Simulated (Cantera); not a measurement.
A diamond (100) surface in a fixed gas of H2 with x(CH4) = 0.0052, x(H) = 0.014, x(CH3) = 7.4e-05, at 1400 K; coverages are run to steady state.

Computed with Cantera and the Harris–Goodwin 1993 mechanism for the reconstructed diamond (100) surface.

θ: site fractions in the mechanism's names (c6HH fully hydrogenated, c6H* and c6*H radical sites, c6** diradical, c6HM methylated).

| P (Pa) | growth (µm/h) | θ c6HH | θ c6H* | θ c6*H | θ c6** | θ c6HM |
|---|---|---|---|---|---|---|
| 480 | 0.0451 | 0.330 | 0.0597 | 0.547 | 0.0639 | … |
| 920 | 0.116 | 0.330 | 0.0597 | 0.546 | 0.0639 | … |
| 1800 | 0.285 | 0.330 | 0.0597 | 0.546 | 0.0639 | … |
| 3400 | 0.640 | 0.330 | 0.0598 | 0.546 | 0.0639 | … |
| 6600 | 1.48 | 0.330 | 0.0599 | 0.546 | 0.0639 | … |
| 13000 | 3.63 | 0.330 | 0.0600 | 0.546 | 0.0640 | … |
| 25000 | 9.07 | 0.330 | 0.0603 | 0.545 | 0.0641 | … |
| 47000 | 22.7 | 0.330 | 0.0609 | 0.545 | 0.0643 | … |

**Question.** Some entries are withheld; supply them.

**Answer.** 
- 480, θ c6HM: 2.30e-6
- 920, θ c6HM: 4.76e-6
- 1800, θ c6HM: 9.86e-6
- 3400, θ c6HM: 1.92e-5
- 6600, θ c6HM: 3.72e-5
- 13000, θ c6HM: 7.09e-5
- 25000, θ c6HM: 0.000126
- 47000, θ c6HM: 0.000208
